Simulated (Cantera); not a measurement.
An isothermal, constant-pressure homogeneous reactor starts with 14.9 % C3H8, 85.1 % H2, at 1950 K and 10.00 Torr.

Cantera simulation using GRI-Mech 3.0 (53 species, 325 reactions); the numbers are that mechanism's predictions, not measurements. GRI-Mech 3.0 was tuned for natural gas; its chemistry of propane as a main component is partial and can be far from experiment. GRI-Mech 3.0 stops at C3 and has no aromatics, soot or wall deposition, so with more carbon than oxygen in the feed, carbon stays in small species such as C2H2 where larger ones or solid carbon would form. Radical loss at walls, strong at low pressure, is not modelled.

One state of this run: x C3H8 = <1e-12; x H2 = 0.837; x C2H2 = 0.154; x CH2 = 2.46e-7; x CH3 = 1.79e-5; x C2H6 = 1.07e-10. x: mole fraction; the columns are a selection and need not sum to one.

**Question.** Which value of t (s) does it belong to?
(A) 34.7
(B) 0.00250
(C) 0.0600
(D) 0.00721

**Answer.** A, 34.7
